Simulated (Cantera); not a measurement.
An isothermal, constant-pressure homogeneous reactor starts with N₂O : H₂ : N₂ = 1 : 0.011 : 0.61 (molar parts), at 1425 K and 0.830 bar.

Computed with Cantera and GRI-Mech 3.0 (53 species, 325 reactions). GRI-Mech 3.0 was tuned for natural gas; its chemistry of N2O as a main component is partial and can be far from experiment. The temperature is held fixed by assumption; the heat of reaction is taken as removed at once.

One state of this run: x N₂O = 1.62e-6; x H₂ = 8.53e-9; x H₂O₂ = 2.77e-10; x O₂ = 0.197; x NO = 0.0729; x O = 6.81e-7. x: mole fraction; the columns are a selection and need not sum to one.

Question: Which value of t (s) does it belong to?
(A) 0.123
(B) 0.0146
(C) 3.00
(D) 2.90e-6

Answer: C, 3.00
